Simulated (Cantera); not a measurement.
What does this Cantera script print?

```python
import numpy as np
import cantera as ct

gas_names = """
    F FO FO2 F2 F2O H HF HOF HO2 H2 H2F2 H2O H2O2 H3F3 H4F4 H5F5 H6F6 H7F7 O OH O2 O3 Si SiF SiF2 SiF3
    SiF4 SiH SiHF3 SiH2 SiH2F2 SiH3 SiH3F SiH4 SiO SiO2 Si2 Si3
""".split()
cond_names = """
    H2O(s) H2O(L) Si(cr) Si(L) SiO2(Lqz) SiO2(hqz) SiO2(L)
""".split()


# ... load() reads the species with a 1 bar reference pressure and builds the phases ...
atoms = {
    'SiF4': {'Si': 1, 'F': 4},
    'O2': {'O': 2},
    'H2': {'H': 2},
}
top_T = {}  # K; cautious upper limits of use, not melting points


# ... equilibrate(T, P, feed) seeds the gas with the atoms and calls Mixture.equilibrate('TP', solver="vcs", rtol=1e-11, max_steps=5000) ...
results = []
T = 1273.15  # K
P = 133.322  # Pa
for m in [0.12, 0.16, 0.21, 0.27, 0.35, 0.46, 0.6, 0.78, 1, 1.3, 1.7, 2.3, 2.9]:
    feed = {'SiF4': 1, 'O2': m, 'H2': 1.2}  # mol
    mix = equilibrate(T, P, feed)
    results.append((T, P, feed, dict(zip(mix.species_names, mix.species_moles))))

top = {s: max(r[3][s] / sum(r[3][g] for g in gas_names) for r in results) for s in gas_names}
cols = sorted((s for s in top if top[s] > 1e-06), key=lambda s: -top[s])[:8]
seen = [c for c in cond_names if any(r[3].get(c, 0) > 1e-12 for r in results)]
print("log10 of partial pressures in bar; condensed amounts in mol")
print(f"{'n(O2)':>10s}" + "".join(f"{s[:9]:>10s}" for s in cols + seen))
for T, P, feed, n in results:
    ng = sum(n[g] for g in gas_names)
    print(f"{feed['O2']:10.4g}" + "".join(f"{np.log10(max(n[s] / ng * P / 1e5, 1e-99)):10.3f}" for s in cols)
          + "".join(f"{n.get(c, 0):10.4g}" for c in seen))
```

Result:

```
log10 of partial pressures in bar; condensed amounts in mol
     n(O2)        HF        O2        H2      SiF4       H2O      SiF3     SiHF3        OH SiO2(hqz)
      0.12    -3.564   -19.546    -3.258    -3.296    -5.758    -6.404    -7.135   -12.213    0.1185
      0.16    -3.448   -18.967    -3.303    -3.322    -5.514    -6.569    -7.322   -11.946    0.1573
      0.21    -3.342   -18.384    -3.364    -3.356    -5.283    -6.740    -7.524   -11.685    0.2053
      0.27    -3.246   -17.792    -3.447    -3.399    -5.070    -6.920    -7.745   -11.431    0.2621
      0.35    -3.150   -17.084    -3.580    -3.458    -4.850    -7.141    -8.033   -11.143    0.3366
      0.46    -3.054   -16.077    -3.849    -3.545    -4.615    -7.458    -8.484   -10.774     0.436
       0.6    -2.968    -7.982    -7.661    -3.669    -4.379    -9.575   -12.507    -8.633    0.5568
      0.78    -2.994    -4.088    -9.647    -3.698    -4.418   -10.570   -14.495    -7.679    0.5579
         1    -3.025    -3.773    -9.850    -3.730    -4.463   -10.674   -14.700    -7.622    0.5592
       1.3    -3.063    -3.569   -10.008    -3.772    -4.519   -10.755   -14.861    -7.599    0.5607
       1.7    -3.110    -3.421   -10.150    -3.821    -4.587   -10.830   -15.006    -7.596    0.5625
       2.3    -3.171    -3.294   -10.303    -3.886    -4.677   -10.910   -15.163    -7.610    0.5648
       2.9    -3.224    -3.218   -10.419    -3.943    -4.756   -10.972   -15.283    -7.630    0.5666
```

Cantera equilibrium calculation (NASA polynomials, part measured and part estimated; ideal gas, pure solids and liquids). The tables' values for SiF3 are old estimates; treat these amounts as uncertain. The tables hold silica as quartz up to 1696 K and as liquid above; real silica turns to tridymite and cristobalite and melts near 1996 K.
